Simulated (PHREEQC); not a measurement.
Solution (25 °C): 0.025 mol HF, 0.27 mol NaF and 0.11 mol H2SO4 per kg of water. Closed to the air; pH follows from the charge balance.

Equilibrium calculation in PHREEQC: ion-association model, phreeqc.dat.

Task: The ionic strength comes out as 0.326 mol/kgw. What activity coefficients do SO4-2, HSO4-, H+, Na+, F- get?

Result: SO4-2 0.24, HSO4- 0.73, H+ 0.78, Na+ 0.73, F- 0.67.

No solid was allowed to form.
